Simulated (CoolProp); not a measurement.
The numbers come from the reference Helmholtz-energy equation of state, Guder 2009 in CoolProp.

Question: For sulfur hexafluoride, give the phase and the speed of sound (m/s), viscosity (µPa s) at 329.2 K and 0.188 MPa; 329.2 K and 1.13 MPa.

Answer: 
- 329.2 K and 0.188 MPa: gas; speed of sound 141, viscosity 16.6
- 329.2 K and 1.13 MPa: gas; speed of sound 131, viscosity 17.0

Viscosity comes from a separate model (Quiñones-Cisneros 2012).
